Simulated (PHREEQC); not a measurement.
Dissolve 0.17 mol/kgw HF, 0.00016 mol/kgw (CH3)4NF, 0.011 mol/kgw H2SiF6 and 0.97 mol/kgw HCl at 10 °C. Closed to the air; pH follows from the charge balance.

The numbers come from PHREEQC with the ion-association model, phreeqc.dat.

Each row changes one thing in this solution. This is a speciation only: nothing precipitates in the calculation.

```json
[
 {"case": "as made", "pH": "0.13", "ionic strength (mol/kgw)": "1.00", "F- (mol/kgw)": "0.000426", "HF2- (mol/kgw)": "0.000221", "SI of Quartz (SiO2)": "-7.21"},
 {"case": "temperature from 10 to 75 °C", "pH": "?", "ionic strength (mol/kgw)": "1.00", "F- (mol/kgw)": "?", "HF2- (mol/kgw)": "8.96e-5", "SI of Quartz (SiO2)": "-2.61"},
 {"case": "temperature from 10 to 5 °C", "pH": "0.13", "ionic strength (mol/kgw)": "1.00", "F- (mol/kgw)": "0.000460", "HF2- (mol/kgw)": "0.000225", "SI of Quartz (SiO2)": "-7.56"},
 {"case": "(CH3)4NF from 0.00016 to 3.2e-05 mol/kgw", "pH": "0.13", "ionic strength (mol/kgw)": "1.00", "F- (mol/kgw)": "0.000425", "HF2- (mol/kgw)": "0.000221", "SI of Quartz (SiO2)": "?"},
 {"case": "(CH3)4NF from 0.00016 to 0.000176 mol/kgw", "pH": "0.13", "ionic strength (mol/kgw)": "1.00", "F- (mol/kgw)": "0.000426", "HF2- (mol/kgw)": "0.000221", "SI of Quartz (SiO2)": "-7.21"},
 {"case": "(CH3)4NF from 0.00016 to 0.0016 mol/kgw", "pH": "0.13", "ionic strength (mol/kgw)": "1.00", "F- (mol/kgw)": "0.000430", "HF2- (mol/kgw)": "0.000226", "SI of Quartz (SiO2)": "-7.23"}
]
```

Problem. What belongs in the gaps?

Solution. 
- temperature from 10 to 75 °C, pH: 0.14
- temperature from 10 to 75 °C, F- (mol/kgw): 0.000135
- (CH3)4NF from 0.00016 to 3.2e-05 mol/kgw, SI of Quartz (SiO2): -7.20

The ionic strength passes 0.7 mol/kgw, the rough limit of the ion-association models, in every such run. Complexes and solids missing from the database can't appear. (CH3)4N+ isn't in the database: it is added as a free cation with an ion size of 4 Å. At this temperature some constants are extrapolated from 25 °C, and those without enthalpy data are left unchanged. SiF6-2 is the database's only silicon fluoride.
